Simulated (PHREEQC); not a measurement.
## Reverse-osmosis permeate: speciation

Model water analysis in mg/kgw, 48 °C, pH 6.55, pe 10.9:

```tsv
constituent	mg/kgw
Na	1.91
K	0.157
Ca	1.06
Mg	0.291
Cl	2.5
S(6) as SO4	1.23
Alkalinity as HCO3	3.98
Zn	0.213
Pb	0.707
Sr	0.00938
Br	0.0784
B	0.00244
```

Valence states are taken as typed.

All values are PHREEQC results (ion-association model, wateq4f.dat), not measurements.

No solid was allowed to form.

Q: What charge-balance error does the model give?

A: charge-balance error 4.5 %.

Q: In which forms is Pb present?

A: Pb+2 74 %, PbCO3 17 %, PbOH+ 4.8 %, PbHCO3+ 3.5 % of the Pb.

At this temperature some constants are extrapolated from 25 °C, and those without enthalpy data are left unchanged.
